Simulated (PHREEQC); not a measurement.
**Acid rinse or clean: speciation**

A solution holds 0.018 mol/kgw HNO3, 0.019 mol/kgw AlCl3 and 0.067 mol/kgw MgCl2, at 25 °C. It is in equilibrium with CO2 at log p = -1 (atm). Otherwise closed; pH follows from the charge balance.

All values are PHREEQC results (ion-association model, phreeqc.dat), not measurements.

Precipitation was switched off in this run.

What pH, specific conductance, density does the model give?

pH 1.85; specific conductance 22000 µS/cm; density 1.005 g/cm³.
